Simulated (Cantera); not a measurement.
Feed: 1 mol Cu2O, 1.6 mol H2, equilibrated at 850 K and 47.0 Pa.

Cantera equilibrium calculation (NASA polynomials, part measured and part estimated; ideal gas, pure solids and liquids). Candidate condensed phases: Cu, CuO, Cu(OH)2, Cu2O, H2O; 12 gas species. Rates play no part.

Base state: H2O 0.625, H2 0.375 (mole fractions); condensed: Cu(s).

Q: What changes in the equilibrium state with this change: temperature from 850 K to 1825 K?

A: 
| species | before | after |
|---|---|---|
| Cu | <1e-9 | 0.552 |
| H2O | 0.625 | 0.276 |
| H2 | 0.375 | 0.162 |
| H | <1e-9 | 0.00819 |
| OH | <1e-9 | 0.000971 |
| Cu2 | <1e-9 | 0.000425 |
| Cu(s), mol | 2.00 | 0 |
